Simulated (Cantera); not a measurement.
**Thermodynamics of roasting and sulfation, feed MgCO3 + SO3 + CO2**

Input: 1 mol MgCO3, 0.056 mol SO3, 1.5 mol CO2, equilibrated at 675 K and 1800 Torr.

Cantera equilibrium calculation (NASA polynomials, part measured and part estimated; ideal gas, pure solids and liquids). Candidate condensed phases: C, Mg, MgCO3, MgO, MgS, MgSO4, S; 26 gas species. The numbers say what is thermodynamically allowed, not how fast it happens.

```
Quantity                                     Value
--------------------------------------  ----------
x(CO2)                                        1.00
n(MgCO3(s))                              0.944 mol
n(MgSO4(s))                             0.0560 mol
gas amount                               1.556 mol
log10 activity of C(graphite) (absent)      -20.19
log10 activity of S(l) (absent)             -22.86
log10 activity of Mg(s) (absent)            -36.26
```
